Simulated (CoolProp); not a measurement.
Vapour-liquid equilibrium of R114 (1) + R113 (2) at 2.8 bar; x and y are mole fractions of (1).

Computed with CoolProp (multi-fluid Helmholtz-energy mixture model, Platzer 1990 and Marx 1992; pair parameters Bell 2016). This equation is an older, rougher fit; its heat capacities, sound speeds and derivatives of the liquid may be far off and weren't checked against measurements.

```
x     bubble temperature (K)  y at the bubble point  dew temperature at overall composition x (K)  liquid density (mol/L)
----  ----------------------  ---------------------  --------------------------------------------  ----------------------
0.05                     [?]                  0.140                                           [?]                   7.633
0.15                   343.5                    [?]                                         350.8                   7.746
0.25                   336.9                    [?]                                         347.6                   7.847
0.35                   331.1                  0.654                                         344.1                     [?]
0.45                   326.0                  0.747                                         340.2                   8.020
0.55                   321.6                  0.818                                         336.0                   8.093
0.65                   317.7                  0.874                                         331.3                   8.160
0.75                   314.2                    [?]                                           [?]                   8.221
0.85                   311.0                  0.955                                         319.4                   8.277
0.95                   308.1                  0.986                                         311.5                   8.329
```

Question: Fill in the missing entries.

Answer: 
- 0.05, bubble temperature (K): 351.1
- 0.05, dew temperature at overall composition x (K): 353.8
- 0.15, y at the bubble point: 0.365
- 0.25, y at the bubble point: 0.530
- 0.35, liquid density (mol/L): 7.938
- 0.75, y at the bubble point: 0.919
- 0.75, dew temperature at overall composition x (K): 325.8

No azeotrope shows between x = 0.05 and 0.95.

The pair parameters rest on a limited set of measurements; away from them the model extrapolates.
